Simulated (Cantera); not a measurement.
**Low-pressure radical oxidation in H2/O2**

An isothermal, constant-pressure homogeneous reactor starts with 0.403 % H2, 23.7 % O2, 75.9 % N2, equivalence ratio 0.0085, at 975 K and 2670 Pa.

Detailed kinetics in Cantera: GRI-Mech 3.0 (53 species, 325 reactions). Radical loss at walls, strong at low pressure, is not modelled.

```csv
t (s),x H2,x O2,x O,x N2O,x H,x NO
0.000700,0.00403,0.237,4.14e-12,<1e-12,3.54e-12,<1e-12
0.00202,0.00403,0.237,2.69e-11,<1e-12,1.05e-11,<1e-12
0.00582,0.00403,0.237,4.05e-10,<1e-12,1.12e-10,<1e-12
0.0168,0.00403,0.237,2.64e-7,<1e-12,7.03e-8,<1e-12
0.0483,0.000249,0.235,0.00121,1.31e-9,0.000319,4.33e-9
0.139,1.02e-5,0.235,0.000274,4.42e-9,1.48e-5,7.06e-9
0.402,1.36e-6,0.236,4.47e-5,6.03e-9,9.00e-7,7.16e-9
1.16,1.81e-7,0.236,6.42e-6,6.72e-9,4.94e-8,7.14e-9
3.34,2.28e-8,0.236,1.00e-6,7.01e-9,3.10e-9,7.13e-9
9.63,3.14e-9,0.236,1.94e-7,7.15e-9,2.67e-10,7.13e-9
27.8,5.78e-10,0.236,4.68e-8,7.23e-9,3.15e-11,7.14e-9
80.0,1.41e-10,0.236,1.31e-8,7.27e-9,4.63e-12,7.15e-9
```
x: mole fraction; the columns are a selection and need not sum to one.

Equilibrium at this temperature and pressure: H2 2.09e-12, O2 0.236, O 2.16e-10, N2O 3.34e-10, H <1e-12, NO 2.47e-5 (gas phase only).
